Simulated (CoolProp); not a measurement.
Computed with CoolProp (reference Helmholtz-energy equation of state, Smukala 2000).

Question: Give the vapour pressure (MPa), liquid density (kg/m³), vapour density (kg/m³), enthalpy of vaporisation (kJ/kg) of saturated ethylene at -22.35 °C.

Answer: 
| T (°C) | p (MPa) | liquid density (kg/m³) | vapour density (kg/m³) | enthalpy of vaporisation (kJ/kg) |
|---|---|---|---|---|
| -22.35 | 2.38 | 420 | 46.1 | 301 |
